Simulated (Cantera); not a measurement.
Input: 1 mol PbO, 0.25 mol CO, 0.12 mol H2, held at 602 °C and 54.8 Torr.

Equilibrium computed with Cantera from the NASA thermochemical tables; the gas is ideal and each condensed phase is pure. Candidate condensed phases: C, C6H6, C7H8, C8H18, H2O, Pb, PbO, PbO2, Pb3O4; 113 gas species. The numbers say what is thermodynamically allowed, not how fast it happens.

Base state: CO2 0.676, H2O 0.324, H2 2.91e-5, CO 2.30e-5 (mole fractions); condensed: Pb(l) + PbO(yellow).

**Question.** What changes in the equilibrium state with this change: temperature from 602 °C to 852 °C?

**Answer.** 
| species | before | after |
|---|---|---|
| CO2 | 0.676 | 0.674 |
| H2O | 0.324 | 0.323 |
| Pb | 9.24e-6 | 0.00259 |
| PbO | 3.53e-8 | 0.000165 |
| CO | 2.30e-5 | 0.000165 |
| Pb(l), mol | 0.370 | 0.369 |
| PbO(yellow), mol | 0.630 | 0.630 |
Mutual solubility and eutectic melting of coexisting phases are not modelled.

**Question.** What changes in the equilibrium state with this change: CO from 0.25 to 9 mol?

**Answer.** 
| species | before | after |
|---|---|---|
| CO | 2.30e-5 | 0.651 |
| CO2 | 0.676 | 0.333 |
| H2 | 2.91e-5 | 0.0133 |
| H2O | 0.324 | 0.00257 |
| Pb(l), mol | 0.370 | 1.000 |
| PbO(yellow), mol | 0.630 | 0 |
| C(graphite), mol | 0 | 1.54 |

**Question.** What changes in the equilibrium state with this change: temperature from 602 °C to 850 °C?

**Answer.** 
```json
[
 {"species": "CO2", "before": "0.676", "after": "0.674"},
 {"species": "H2O", "before": "0.324", "after": "0.323"},
 {"species": "Pb", "before": "9.24e-6", "after": "0.00251"},
 {"species": "PbO", "before": "3.53e-8", "after": "0.000157"},
 {"species": "CO", "before": "2.30e-5", "after": "0.000163"},
 {"species": "H2", "before": "2.91e-5", "after": "7.17e-5"},
 {"species": "Pb(l), mol", "before": "0.370", "after": "0.369"},
 {"species": "PbO(yellow), mol", "before": "0.630", "after": "0.630"}
]
```
Mutual solubility and eutectic melting of coexisting phases are not modelled.
